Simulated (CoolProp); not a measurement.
Values from CoolProp's reference Helmholtz-energy equation of state, Lemmon 2006. It is a short technical equation, of lower accuracy than the large ones.

**Question.** Give the vapour pressure (MPa), liquid density (kg/m³), liquid cp (kJ/(kg K)), vapour Z of saturated CH3F (R41) at 180.8 K.

**Answer.** 
```tsv
T (K)	p (MPa)	liquid density (kg/m³)	liquid cp (kJ/(kg K))	vapour Z
180.8	0.0438	910	2.06	0.974
```
